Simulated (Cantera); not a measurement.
**SiO2 + HF + H2 (oxide etching and cleaning by halides)**

A closed system holds: 1 mol SiO2, a varied amount of HF, 2.5 mol H2, held at 1648.15 K and 170 Pa.

Equilibrium computed with Cantera from the NASA thermochemical tables; the gas is ideal and each condensed phase is pure. Candidate condensed phases: H2O, Si, SiO2; 38 gas species. The tables' values for SiF3, SiF2 are old estimates; treat these amounts as uncertain. The tables hold silica as quartz up to 1696 K and as liquid above; real silica turns to tridymite and cristobalite and melts near 1996 K. The numbers say what is thermodynamically allowed, not how fast it happens.

From 1.9 mol HF to 21 mol HF the condensed part is SiO2(β-quartz). The main Si-bearing gas is SiF4 throughout. The share of Si in condensed phases is highest at 1.9 mol HF (96.4 %) and lowest at 21 mol HF (58.7 %).

```
n(HF) (mol)   x HF   x H2   x H2O   x SiF4     x SiO  n SiO2(β-quartz)
-----------  -----  -----  ------  -------  --------  ----------------
1.9          0.408  0.567  0.0146  0.00582   0.00191             0.964
4            0.579  0.386  0.0222   0.0102  0.000855             0.926
6.1          0.666  0.293  0.0265   0.0125  0.000543             0.885
8.3          0.721  0.233  0.0294   0.0140  0.000391             0.841
10           0.751  0.202  0.0309   0.0149  0.000321             0.807
12           0.776  0.174  0.0323   0.0156  0.000265             0.768
15           0.804  0.144  0.0338   0.0164  0.000210             0.707
17           0.818  0.130  0.0345   0.0168  0.000185             0.667
19           0.829  0.118  0.0351   0.0171  0.000165             0.627
21           0.838  0.108  0.0356   0.0174  0.000149             0.587
```
x: gas mole fraction; n: condensed amount in mol.
